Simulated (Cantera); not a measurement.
A Cantera script and what it prints.

```python
import numpy as np
import cantera as ct

gas_names = [...]  # 62 gases of nasa_gas.yaml made of B, F, H, N, O
cond_names = """
    B(b) B(L) BN(s) B2O3(L) B3O3H3(cr) H2O(s) H2O(L)
""".split()


# ... load() reads the species with a 1 bar reference pressure and builds the phases ...
atoms = {
    'BF3': {'B': 1, 'F': 3},
    'N2': {'N': 2},
    'H2': {'H': 2},
    'O2': {'O': 2},
}
top_T = {'BN(s)': 3200}  # K; cautious upper limits of use, not melting points


# ... equilibrate(T, P, feed) seeds the gas with the atoms and calls Mixture.equilibrate('TP', solver="vcs", rtol=1e-11, max_steps=5000) ...
results = []
feed = {'BF3': 1, 'N2': 0.46, 'H2': 89, 'O2': 0.14}  # mol
P = 10000  # Pa
for T in [1450, 1500, 1550, 1600, 1650, 1700, 1750, 1800]:
    mix = equilibrate(T, P, feed)
    results.append((T, P, feed, dict(zip(mix.species_names, mix.species_moles))))
    x = sorted(zip(gas.X, gas.species_names), reverse=True)
    print(f"T = {T:g} K  P = {P:g} Pa  gas = {mix.phase_moles(0):.4g} mol")
    print("   x: " + "  ".join(f"{s} {v:.3e}" for v, s in x if v > 0.001))
    print("   condensed (mol): " + ("  ".join(f"{mix.phase(i).name} {mix.phase_moles(i):.4g}"
          for i in range(1, mix.n_phases) if mix.phase_moles(i) > 1e-12) or "none"))
```

Output:

```
T = 1450 K  P = 10000 Pa  gas = 90.74 mol
   x: H2 9.767e-01  HF 7.558e-03  BF3 7.122e-03  N2 4.929e-03  BOF 2.982e-03
   condensed (mol): BN(s) 0.02545
T = 1500 K  P = 10000 Pa  gas = 90.75 mol
   x: H2 9.764e-01  HF 7.914e-03  BF3 6.857e-03  N2 4.915e-03  BOF 2.985e-03
   condensed (mol): BN(s) 0.02783
T = 1550 K  P = 10000 Pa  gas = 90.76 mol
   x: H2 9.760e-01  HF 8.241e-03  BF3 6.554e-03  N2 4.920e-03  BOF 2.975e-03
   condensed (mol): BN(s) 0.02683
T = 1600 K  P = 10000 Pa  gas = 90.77 mol
   x: H2 9.755e-01  HF 8.527e-03  BF3 6.196e-03  N2 4.955e-03  BOF 2.954e-03
   condensed (mol): BN(s) 0.02032
T = 1650 K  P = 10000 Pa  gas = 90.8 mol
   x: H2 9.750e-01  HF 8.761e-03  BF3 5.761e-03  N2 5.038e-03  BOF 2.924e-03  BHF2 1.190e-03
   condensed (mol): BN(s) 0.005052
T = 1700 K  P = 10000 Pa  gas = 90.84 mol
   x: H2 9.740e-01  HF 9.447e-03  BF3 5.173e-03  N2 5.064e-03  BOF 2.894e-03  BHF2 1.284e-03  BF2 1.125e-03
   condensed (mol): none
T = 1750 K  P = 10000 Pa  gas = 90.9 mol
   x: H2 9.728e-01  HF 1.044e-02  N2 5.060e-03  BF3 4.490e-03  BOF 2.865e-03  BF2 1.513e-03  BHF2 1.287e-03
   condensed (mol): none
T = 1800 K  P = 10000 Pa  gas = 90.97 mol
   x: H2 9.712e-01  HF 1.159e-02  N2 5.056e-03  BF3 3.761e-03  BOF 2.834e-03  BF2 1.895e-03  BHF2 1.220e-03  H 1.116e-03  BF 1.038e-03
   condensed (mol): none
```

These are equilibrium values from Cantera (NASA tables, ideal gas, pure condensed phases), not measurements of a reactor. N2 is the only nitrogen source here; it is nearly inert below about 1500 K, so the nitride shown seldom forms there in practice. The tables' values for BF2 are old estimates; treat these amounts as uncertain.
